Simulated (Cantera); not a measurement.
Charge: 1 mol Cr, 0.11 mol O2, 220 mol H2, held at 2275 °C and 1.00 bar.

Cantera equilibrium calculation (NASA polynomials, part measured and part estimated; ideal gas, pure solids and liquids). Candidate condensed phases: Cr, Cr2O3, H2O; 13 gas species. Rates play no part.

Base state: H2 0.964, H 0.0304, Cr 0.00445, H2O 0.000969 (mole fractions); condensed: gas only.

Question: What changes in the equilibrium state with this change: pressure from 1.00 bar to 10.0 mbar?

Answer: 
```
species    before     after
-------  --------  --------
H2          0.964     0.731
H          0.0304     0.265
Cr        0.00445   0.00392
O         1.37e-7   1.46e-5
OH        6.68e-6   6.20e-5
H2O      0.000969  0.000783
```
